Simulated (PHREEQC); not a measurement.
1 kg of water holding 0.049 mol MgCl2 and 0.43 mol CaCl2 is evaporated at 20 °C; the solids stay in contact with the brine. No CO2 enters from the air. Only these solids could form: Bischofite, Brucite, Portlandite, MgCl2_4H2O.

Base run: PHREEQC, Pitzer model, pitzer.dat. Each further column changes one thing. The table gives water activity.

```tsv
H2O removed (mol)	base	temperature from 20 to 5 °C	temperature from 20 to 75 °C
0	0.977	0.976	0.977
9.886	0.971	0.971	0.972
18.01	0.963	0.963	0.965
24.69	0.954	0.953	0.956
30.18	0.941	0.940	0.944
34.69	0.924	0.923	0.929
41.44	0.870	0.868	0.880
43.95	0.828	0.825	0.842
46.01	0.771	0.767	0.791
47.7	0.697	0.692	0.725
49.09	0.602	0.596	0.640
50.23	0.487	0.479	0.536
```

 At this temperature some constants are extrapolated from 25 °C, and those without enthalpy data are left unchanged.
